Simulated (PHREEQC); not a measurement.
Consider water at 25 °C with 0.028 mol TMAH, 0.00031 mol K2SiO3 and 0.00094 mol K3PO4 per kg of water. Closed to the air; pH follows from the charge balance.

All values are PHREEQC results (ion-association model, wateq4f.dat), not measurements.

- pH = 12.38
- ionic strength = 0.0338 mol/kgw
- total alkalinity = 30.5 meq/kg

```tsv
species	molality	activity	log γ
OH-	0.0285	0.0239	-0.077
(CH3)4N+	0.0280	0.0235	-0.076
K+	0.00344	0.00288	-0.077
PO4-3	0.000668	0.000150	-0.648
HPO4-2	0.000271	0.000140	-0.288
H3SiO4-	0.000245	0.000206	-0.076
H2SiO4-2	6.42e-5	3.35e-5	-0.283
KHPO4-	9.23e-7	7.84e-7	-0.071
H4SiO4	5.81e-7	5.86e-7	0.003
H2PO4-	1.11e-9	9.43e-10	-0.071
```

This is a speciation only: nothing precipitates in the calculation. (CH3)4N+ isn't in the database: it is added as a free cation with an ion size of 4 Å. H3PO4, which wateq4f.dat lacks, is added to it with the constant of phreeqc.dat.
